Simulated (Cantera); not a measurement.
Charge: 1 mol SF6, 0.46 mol SO2, 0.25 mol H2, held at 3127 °C and 91.0 Pa.

Cantera equilibrium calculation (NASA polynomials, part measured and part estimated; ideal gas, pure solids and liquids). Candidate condensed phases: H2O, H2SO4, S; 43 gas species. The numbers say what is thermodynamically allowed, not how fast it happens.

**Question.** What is the equilibrium state?

**Answer.** 
```
Property                             Value
-------------------------------  ---------
x(F)                                 0.673
x(S)                                 0.165
x(O)                                 0.104
x(H)                                0.0460
x(HF)                               0.0110
x(SO)                             0.000845
x(O2)                              6.79e-5
x(S2)                              4.92e-5
x(OH)                              3.38e-5
gas amount                       8.775 mol
log10 activity of S(l) (absent)      -5.60
```
